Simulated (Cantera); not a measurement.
An isothermal plug-flow reactor at 1248 K and 1.00 bar (inlet), inlet velocity 4.9 m/s, active area per volume 2300 1/m; feed 0.503 % CH4, 16.8 % O2, 82.7 % N2, equivalence ratio 0.060.

Model: Deutschmann's 1995 Pt surface mechanism with GRI-Mech 3.0 gas chemistry, integrated in Cantera. Catalytic surfaces can have several steady states; this one follows from the mechanism file's or the stated starting coverage. Mass transfer to the wall is taken as infinitely fast.

One state of this run: x CH4 = 2.95e-5; x O2 = 0.158; x H2O = 0.00991; x CO2 = 0.00493; x CO = 1.14e-7; θ free Pt = 0.438; θ O* = 0.561; θ OH* = 0.00110. x: gas mole fraction; θ: surface coverage.

Problem. Which value of z (m) does it belong to?
(A) 0.022
(B) 0.00062
(C) 0.0029
(D) 0.037

Solution. A, 0.022
